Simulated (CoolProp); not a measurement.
A Linde-Hampson liquefier for CF4 (R14): isothermal reversible compression at 300 K from 1 atm to 5 MPa, throttling to 1 atm, return gas leaving the recuperator 10 K below the feed. Each further row changes one setting.

Values from CoolProp's reference Helmholtz-energy equation of state, Platzer 1990. This equation is an older, rougher fit; its heat capacities, sound speeds and derivatives of the liquid may be far off and weren't checked against measurements.

| case | liquid yield per pass | compression work (kJ/kg of gas) |
|---|---|---|
| as stated | … | 106 |
| high pressure 10 MPa | … | … |
| warm-end temperature 330 K | … | … |
| warm-end gap 15 K | … | 106 |

Question: Complete the blanks.

Answer: 
- as stated, liquid yield per pass: 0.060
- high pressure 10 MPa, liquid yield per pass: 0.159
- high pressure 10 MPa, compression work (kJ/kg of gas): 121
- warm-end temperature 330 K, liquid yield per pass: 0.037
- warm-end temperature 330 K, compression work (kJ/kg of gas): 118
- warm-end gap 15 K, liquid yield per pass: 0.045
